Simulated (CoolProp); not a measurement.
Properties of octamethyltrisiloxane (MDM) along the isotherm 575 K (Tc = 565.4 K, pc = 1438 kPa, ω = 0.528).

Model: reference Helmholtz-energy equation of state, Thol 2017, in CoolProp.

| p (kPa) | phase | Z | cp (kJ/(kg K)) | cv (kJ/(kg K)) | isothermal compressibility (1/MPa) | expansivity (1/kK) | fugacity coefficient |
|---|---|---|---|---|---|---|---|
| 45.5 | gas | 0.9901 | 2.095 | 2.058 | 22.20 | 1.808 | 0.9901 |
| 93.4 | gas | 0.9794 | 2.099 | 2.060 | 10.94 | 1.885 | 0.9798 |
| 192 | gas | 0.9569 | 2.108 | 2.063 | 5.451 | 2.059 | 0.9585 |
| 394 | gas | 0.9079 | 2.131 | 2.071 | 2.817 | 2.509 | 0.9152 |
| 808 | gas | 0.7912 | 2.211 | 2.091 | 1.639 | 4.151 | 0.8268 |
| 1660 | supercritical | 0.2933 | 6.143 | 2.186 | 3.595 | 83.23 | 0.6333 |
| 3410 | supercritical | 0.3589 | 2.534 | 2.131 | 0.06335 | 4.569 | 0.3790 |
| 7000 | supercritical | 0.6496 | 2.400 | 2.119 | 0.02153 | 2.366 | 0.2623 |
| 14400 | supercritical | 1.207 | 2.343 | 2.115 | 0.009314 | 1.475 | 0.2439 |

The peak of cp marks the crossing from liquid-like to gas-like fluid above the critical point.
